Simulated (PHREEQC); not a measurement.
Solution (10 °C): 0.07 mol MnSO4, 5.8e-05 mol H3AsO4 and 0.0067 mol HCl per kg of water. Closed to the air; pH follows from the charge balance.

Computed with PHREEQC (ion-association model, wateq4f.dat).

This is a speciation only: nothing precipitates in the calculation.

Question: Order these Mn species by the share of Mn that they hold, largest first: MnCl+, MnSO4, Mn+2.

Answer: Mn+2 (64 %), MnSO4 (36 %), MnCl+ (0.55 %)

The pH is 2.57 and the ionic strength 0.179 mol/kgw. At this temperature some constants are extrapolated from 25 °C, and those without enthalpy data are left unchanged. The database has no arsenate complexes of Mn.
